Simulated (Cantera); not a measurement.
An adiabatic, constant-pressure homogeneous reactor starts with CH4 : H2 : O2 : N2 : H2O = 1 : 0.21 : 4.05 : 15.2 : 3 (molar parts), equivalence ratio 0.52, at 1475 K and 0.454 atm.

Detailed kinetics in Cantera: GRI-Mech 3.0 (53 species, 325 reactions).

Predict: time of steepest temperature rise; temperature at 0.400 s; equilibrium temperature; x(H2) at 0.400 s; x(O2) at 0.400 s; x(OH) at 0.400 s.


```
Item                                                                 Value
---------------------------------  ---------------------------------------
time of steepest temperature rise                                  1.12 ms
temperature at 0.400 s                                              2284 K
equilibrium temperature                                             2284 K
x(H2) at 0.400 s                   0.00216 (gas-phase equilibrium 0.00216)
x(O2) at 0.400 s                     0.0778 (gas-phase equilibrium 0.0776)
x(OH) at 0.400 s                   0.00962 (gas-phase equilibrium 0.00959)
```
